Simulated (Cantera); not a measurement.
A closed system holds: 1 mol Si3N4, 91 mol H2, 0.66 mol N2, 1.9 mol H2O, at 1330 Pa.

These are equilibrium values from Cantera (NASA tables, ideal gas, pure condensed phases), not measurements of a reactor. Candidate condensed phases: H2O, Si, SiO2, Si2N2O, Si3N4; 35 gas species. Gases not in the tables: Si2H6 and higher silanes. Rates play no part.

Task: At 1477 °C, list the 4 most abundant gas species with their mole fractions, and the condensed phases.

Result: H2 0.951, N2 0.0273, SiO 0.0195, H 0.00196. Condensed: Si(l).
